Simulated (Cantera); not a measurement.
Cantera run:

```python
import numpy as np
import cantera as ct

gas_names = """
    PbCL2 Pb CL2
""".split()
cond_names = """

""".split()


# ... load() reads the species with a 1 bar reference pressure and builds the phases ...
species = {s.name: s for s in load("nasa_gas.yaml", gas_names) + load("nasa_condensed.yaml", cond_names)}
# Each term lists the table entries of one substance; the one whose range holds T is used.
reactions = {
    'PbCl2(g) = Pb(g) + Cl2(g)':
        [(-1, ['PbCL2']), (1, ['Pb']), (1, ['CL2'])],
}


def pick(names, T):
    return next(species[n] for n in names if species[n].thermo.min_temp <= T <= species[n].thermo.max_temp)


results = []
for label, terms in reactions.items():
    print(label)
    print("     T/K   dH/kJ  dS/(J/K)   dG/kJ   log10 K")
    for T in [1850, 1925, 2000, 2075, 2150]:
        used = [(nu, pick(names, T)) for nu, names in terms]
        dH = sum(nu * s.thermo.h(T) for nu, s in used) / 1e6
        dS = sum(nu * s.thermo.s(T) for nu, s in used) / 1e3
        dG = dH - T * dS / 1e3
        logK = -dG * 1e6 / (ct.gas_constant * T * np.log(10))
        results.append((label, T, dH, dS, dG, logK, [s.name for _, s in used]))
        print(f"{T:8g} {dH:8.1f} {dS:8.1f} {dG:8.1f} {logK:8.2f}")
```

Output:

```
PbCl2(g) = Pb(g) + Cl2(g)
     T/K   dH/kJ  dS/(J/K)   dG/kJ   log10 K
    1850    370.4     81.8    219.0    -6.18
    1925    370.7     82.0    212.9    -5.78
    2000    371.1     82.2    206.7    -5.40
    2075    371.5     82.4    200.5    -5.05
    2150    372.0     82.6    194.3    -4.72
```

Source: NASA polynomial tables (part measured, part estimated), evaluated in Cantera. Condensed species are held in their standard states even where they would react or evaporate.
